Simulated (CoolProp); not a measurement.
Computed with CoolProp (reference Helmholtz-energy equation of state, Lemmon 2013).

Problem. Give the vapour pressure (MPa), liquid cp (kJ/(kg K)), surface tension (mN/m), liquid conductivity (mW/(m K)) of saturated propylene at -25.35, -20.95 °C.

Solution. 
```
T (°C)  p (MPa)  liquid cp (kJ/(kg K))  surface tension (mN/m)  liquid conductivity (mW/(m K))
------  -------  ---------------------  ----------------------  ------------------------------
-25.35    0.252                   2.29                    13.6                             136
-20.95    0.296                   2.31                    13.0                             134
```

Thermal conductivity comes from a separate model (Huber 2003), an estimate that may be off by 10 % or more. Surface tension comes from a separate correlation (Mulero 2012).
